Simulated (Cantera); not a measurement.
## Stirred combustor or abatement burner

A perfectly stirred reactor is fed with 29.6 % H2, 14.8 % O2, 55.6 % N2, 0.100 % NO, at 1.00 atm; it is adiabatic with a 575 K inlet, and is followed from long to short residence time, starting on the burning branch (τ in s: 0.43, 0.15, 0.052, 0.018, 0.0065, 0.0023, 0.0008, 0.00028, 9.8e-05, 3.5e-05, 1.2e-05, 4.3e-06).

Computed with Cantera and GRI-Mech 3.0 (53 species, 325 reactions). The mechanism lacks 2 NO + O2 → 2 NO2 and HONO, so NO2 and the effect of NO are under-described below about 1400 K.

| τ (s) | T (K) | x H2 | x O2 | x NO | x N2O | x O | x H2O2 | x OH |
|---|---|---|---|---|---|---|---|---|
| 0.43 | 2512 | 0.0228 | 0.00747 | 0.00395 | 2.00e-7 | 0.00134 | 1.95e-7 | 0.0115 |
| 0.15 | 2511 | 0.0229 | 0.00756 | 0.00386 | 1.98e-7 | 0.00136 | 1.96e-7 | 0.0116 |
| 0.052 | 2507 | 0.0233 | 0.00779 | 0.00363 | 1.92e-7 | 0.00142 | 1.98e-7 | 0.0118 |
| 0.018 | 2495 | 0.0241 | 0.00838 | 0.00313 | 1.79e-7 | 0.00158 | 2.01e-7 | 0.0123 |
| 0.0065 | 2467 | 0.0263 | 0.00963 | 0.00242 | 1.55e-7 | 0.00198 | 2.08e-7 | 0.0134 |
| 0.0023 | 2402 | 0.0309 | 0.0120 | 0.00175 | 1.20e-7 | 0.00292 | 2.23e-7 | 0.0153 |
| 0.00080 | 2281 | 0.0378 | 0.0158 | 0.00136 | 8.99e-8 | 0.00483 | 2.73e-7 | 0.0175 |
| 0.00028 | 2110 | 0.0452 | 0.0206 | 0.00121 | 7.50e-8 | 0.00773 | 4.18e-7 | 0.0185 |
| 9.8e-5 | 1901 | 0.0513 | 0.0263 | 0.00115 | 6.79e-8 | 0.0110 | 8.30e-7 | 0.0171 |
| 3.5e-5 | 1676 | 0.0579 | 0.0338 | 0.00111 | 6.14e-8 | 0.0132 | 2.00e-6 | 0.0135 |
| 1.2e-5 | 1404 | 0.0907 | 0.0545 | 0.00106 | 4.68e-8 | 0.0108 | 4.73e-6 | 0.00771 |
| 4.3e-6 | 575 | 0.296 | 0.148 | 0.00100 | <1e-12 | <1e-12 | <1e-12 | <1e-12 |
x: mole fraction; the columns are a selection and need not sum to one.
